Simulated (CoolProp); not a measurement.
A single-stage vapour-compression cycle with the fluid: evaporating at 203.15 K (dew point), condensing at 267.15 K (bubble point), superheat 8 K, subcooling 0 K, compressor efficiency 0.7, no pressure losses. The same conditions are run with several fluids, on thermodynamics alone (safety and materials aside).

Values from CoolProp's reference Helmholtz-energy equation of state of each fluid (fluoroethane (R161): Wu 2012; nitrous oxide: Lemmon 2006; hydrogen sulfide: Lemmon 2006; R22: Kamei 1995; carbonyl sulfide: Lemmon 2006; hydrogen chloride: Thol 2018).

**Question.** Rank fluoroethane (R161), nitrous oxide, hydrogen sulfide, R22, carbonyl sulfide, hydrogen chloride by cooling COP, highest first.

**Answer.** fluoroethane (R161) (1.70), R22 (1.69), carbonyl sulfide (1.67), hydrogen sulfide (1.61), hydrogen chloride (1.51), nitrous oxide (1.48)

| fluid | pressure ratio | discharge temperature (K) | refrigerating effect (kJ/kg) | volumetric capacity (kJ/m³) |
|---|---|---|---|---|
| fluoroethane (R161) | 20.6 | 376.6 | 339 | 162 |
| nitrous oxide | 9.79 | 403.6 | 239 | 1710 |
| hydrogen sulfide | 14.3 | 479.8 | 436 | 518 |
| R22 | 19.9 | 384.5 | 185 | 188 |
| carbonyl sulfide | 14.8 | 427.4 | 250 | 315 |
| hydrogen chloride | 9.97 | 481.4 | 320 | 1540 |
